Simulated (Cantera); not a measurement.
What does this Cantera script print?

```python
import numpy as np
import cantera as ct

gas_names = """
    B BCL BCL2 BCL3 BN BO BOCL BO2 B2 B2O B2O2 B2O3 B3O3CL3 CL CLO CL2 N NO NO2 NO3 N2 N2O O O2 O3
""".split()
cond_names = """
    B(b) B(L) BN(s) B2O3(L)
""".split()


# ... load() reads the species with a 1 bar reference pressure and builds the phases ...
atoms = {
    'BCl3': {'B': 1, 'CL': 3},
    'O2': {'O': 2},
    'N2': {'N': 2},
}
top_T = {'BN(s)': 3200}  # K; cautious upper limits of use, not melting points


# ... equilibrate(T, P, feed) seeds the gas with the atoms and calls Mixture.equilibrate('TP', solver="vcs", rtol=1e-11, max_steps=5000) ...
results = []
feed = {'BCl3': 1, 'O2': 4.9, 'N2': 5.3}  # mol
T = 2100  # K
P = 1333.22  # Pa
mix = equilibrate(T, P, feed)
results.append((T, P, feed, dict(zip(mix.species_names, mix.species_moles))))
print(gas.report(threshold=1e-06))
for i in range(1, mix.n_phases):
    print(f"{mix.phase(i).name:16s} {mix.phase_moles(i):12.5e} mol")
```

It prints:

```
       temperature   2100 K
          pressure   1333.2 Pa
           density   0.0024743 kg/m^3
  mean mol. weight   32.405 kg/kmol
   phase of matter   gas

                          1 kg             1 kmol
                     ---------------   ---------------
          enthalpy        1.8741e+06        6.0731e+07  J
   internal energy        1.3353e+06         4.327e+07  J
           entropy            9353.1        3.0308e+05  J/K
    Gibbs function       -1.7767e+07       -5.7575e+08  J
 heat capacity c_p            1103.1             35745  J/K
 heat capacity c_v            846.51             27431  J/K

                      mass frac. Y      mole frac. X     chem. pot. / RT
                     ---------------   ---------------   ---------------
                BO        0.00010377        0.00012543           -41.936
              BOCL         0.0067664         0.0035218           -63.608
               BO2          0.025075          0.018981           -59.155
              B2O3          0.058094          0.027041           -101.09
                CL           0.24638           0.22521           -21.672
               CLO        0.00032122        0.00020232           -38.891
               CL2         0.0013113        0.00059931           -43.345
                NO         0.0079584         0.0085946           -33.386
               NO2        2.5184e-06        1.7739e-06           -50.605
                N2           0.34777           0.40227           -32.335
                 O         0.0032928         0.0066693           -17.219
                O2           0.30293           0.30678           -34.438
     [  +13 minor]        6.3377e-07        3.7888e-07

B(b)              0.00000e+00 mol
BN(s)             0.00000e+00 mol
B2O3(L)           0.00000e+00 mol
```

Method: chemical equilibrium by Gibbs-energy minimisation in Cantera with the NASA 1993 tables (ideal gas, pure condensed phases). The tables' values for BOCl are old estimates; treat these amounts as uncertain.
